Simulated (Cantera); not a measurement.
Input: 1 mol SiH4, 2.1 mol N2, equilibrated at 0.790 bar.

Equilibrium computed with Cantera from the NASA thermochemical tables; the gas is ideal and each condensed phase is pure. Candidate condensed phases: Si, Si3N4; 18 gas species. N2 is the only nitrogen source here; it is nearly inert below about 1500 K, so the nitride shown seldom forms there in practice. Gases not in the tables: Si2H6 and higher silanes. Rates play no part.

Which condensed phases are stable at each of these points (T (K)): 1050, 1200, 1350, 1500, 1650, 1800, 1950, 2100?


```json
[
 {"T (K)": "1050", "condensed phases": "Si3N4(s)", "Si condensed (%)": "100.0"},
 {"T (K)": "1200", "condensed phases": "Si3N4(s)", "Si condensed (%)": "100.0"},
 {"T (K)": "1350", "condensed phases": "Si3N4(s)", "Si condensed (%)": "100.0"},
 {"T (K)": "1500", "condensed phases": "Si3N4(s)", "Si condensed (%)": "100.0"},
 {"T (K)": "1650", "condensed phases": "Si3N4(s)", "Si condensed (%)": "100.0"},
 {"T (K)": "1800", "condensed phases": "Si3N4(s)", "Si condensed (%)": "100.0"},
 {"T (K)": "1950", "condensed phases": "Si3N4(s)", "Si condensed (%)": "100.0"},
 {"T (K)": "2100", "condensed phases": "Si(l)", "Si condensed (%)": "99.8"}
]
```

From 1050 K to 1950 K the condensed part is Si3N4(s). At 2100 K the condensed part is Si(l).
